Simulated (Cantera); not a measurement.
Input: 1 mol C, 0.044 mol O2, at 727 °C and 25.5 Torr.

Equilibrium computed with Cantera from the NASA thermochemical tables; the gas is ideal and each condensed phase is pure. Candidate condensed phases: C; 12 gas species. Rates play no part.

Base state: CO 0.981, CO2 0.0186 (mole fractions); condensed: C(graphite).

### Question
What changes in the equilibrium state with this change: temperature from 727 °C to 1875 °C?

### Answer
| species | before | after |
|---|---|---|
| CO | 0.981 | 1.000 |
| CO2 | 0.0186 | 4.51e-7 |
| C(graphite), mol | 0.914 | 0.912 |

### Question
What changes in the equilibrium state with this change: C replaced by C2H4?

### Answer
```json
[
 {"species": "H2", "before": "0", "after": "0.955"},
 {"species": "CO", "before": "0.981", "after": "0.0417"},
 {"species": "CH4", "before": "0", "after": "0.00296"},
 {"species": "CO2", "before": "0.0186", "after": "3.35e-5"},
 {"species": "H2O", "before": "0", "after": "0.000535"},
 {"species": "C(graphite), mol", "before": "0.914", "after": "1.91"}
]
```
Further candidate phases: C6H6, C7H8, C8H18, H2O.

### Question
What changes in the equilibrium state with this change: temperature from 727 °C to 627 °C?

### Answer
```json
[
 {"species": "CO", "before": "0.981", "after": "0.860"},
 {"species": "CO2", "before": "0.0186", "after": "0.140"},
 {"species": "C(graphite), mol", "before": "0.914", "after": "0.923"}
]
```
